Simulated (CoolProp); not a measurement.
Saturation properties of methane.

The numbers come from the reference Helmholtz-energy equation of state, Setzmann 1991 in CoolProp.

| T (K) | p (MPa) | liquid density (kg/m³) | vapour density (kg/m³) | surface tension (mN/m) |
|---|---|---|---|---|
| 150.2 | 1.049 | 357.5 | 16.48 | 5.75 |
| 152.5 | 1.162 | 352.8 | 18.28 | 5.35 |
| 154.9 | 1.290 | 347.7 | 20.33 | 4.95 |
| 157.3 | 1.426 | 342.5 | 22.58 | 4.54 |
| 159.6 | 1.567 | 337.2 | 24.95 | 4.16 |
| 162 | 1.724 | 331.6 | 27.66 | 3.77 |
| 164.3 | 1.884 | 325.9 | 30.52 | 3.40 |
| 166.7 | 2.063 | 319.7 | 33.82 | 3.02 |
| 169.1 | 2.254 | 313.1 | 37.49 | 2.65 |
| 171.4 | 2.448 | 306.4 | 41.41 | 2.31 |
| 173.8 | 2.664 | 298.9 | 46.02 | 1.96 |
| 176.2 | 2.893 | 290.8 | 51.27 | 1.62 |
| 178.5 | 3.126 | 282.3 | 57.08 | 1.30 |
| 180.9 | 3.384 | 272.4 | 64.20 | 0.985 |

It boils at 111.7 K under 1 atm.

Surface tension comes from a separate correlation (Mulero 2012).
